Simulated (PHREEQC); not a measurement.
1 kg of water holding 190 mmol/kgw K2CO3 meets 20 L of dry gas (CO2 1 by moles) at fixed total pressure, at 100 °C; fugacities by Peng-Robinson. The gases take part in no redox reaction, some water evaporates into the gas, and hydrates or a liquid gas phase aren't modelled. No solid was allowed to form.

All values are PHREEQC results (Pitzer model, pitzer.dat), not measurements.

| P (atm) | dissolved CO2 (all carbonate carbon) (mol/kgw) | φ of CO2 | pH |
|---|---|---|---|
| 2 | 0.392 | 0.996 | 7.78 |
| 5 | 0.425 | 0.987 | 7.20 |
| 10 | 0.474 | 0.974 | 6.86 |
| 20 | 0.567 | 0.948 | 6.55 |
| 30 | 0.655 | (withheld) | 6.38 |
| 40 | 0.738 | 0.898 | 6.27 |
| 50 | 0.815 | 0.874 | 6.18 |
| 75 | 0.988 | (withheld) | 6.04 |
| 100 | 1.13 | 0.765 | 5.95 |
| 150 | 1.35 | 0.676 | 5.84 |
| 200 | 1.49 | 0.607 | (withheld) |
| 300 | 1.69 | (withheld) | 5.71 |
| 400 | 1.83 | 0.480 | 5.65 |

**Question.** Fill in the missing entries.

**Answer.** 
- 30, φ of CO2: 0.923
- 75, φ of CO2: 0.818
- 200, pH: 5.79
- 300, φ of CO2: 0.523

Complexes and solids missing from the database can't appear. At this temperature some constants are extrapolated from 25 °C, and those without enthalpy data are left unchanged.
